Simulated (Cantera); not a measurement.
Feed: 1 mol CaO, 19 mol HCl, 0.55 mol H2, at 1923 K and 0.100 bar.

These are equilibrium values from Cantera (NASA tables, ideal gas, pure condensed phases), not measurements of a reactor. Candidate condensed phases: Ca, CaCl2, CaO, Ca(OH)2, H2O; 21 gas species. The numbers say what is thermodynamically allowed, not how fast it happens.

Base state: HCl 0.854, CaCl2 0.0509, H2O 0.0508, H2 0.0330, Cl 0.0105, H 0.000542, OH 7.17e-5, Cl2 3.76e-5 (mole fractions); condensed: gas only.

Problem. What changes in the equilibrium state with this change: temperature from 1923 K to 1075 K?

Solution. 
| species | before | after |
|---|---|---|
| HCl | 0.854 | 0.916 |
| H2O | 0.0508 | 0.0539 |
| H2 | 0.0330 | 0.0296 |
| CaCl2 | 0.0509 | 2.72e-6 |
| Cl | 0.0105 | 2.23e-7 |
| OH | 7.17e-5 | <1e-9 |
| H | 0.000542 | 7.99e-9 |
| Cl2 | 3.76e-5 | 4.09e-9 |
| CaCl2(l), mol | 0 | 1.000 |
Condensed phases not in the tables: oxide chlorides.
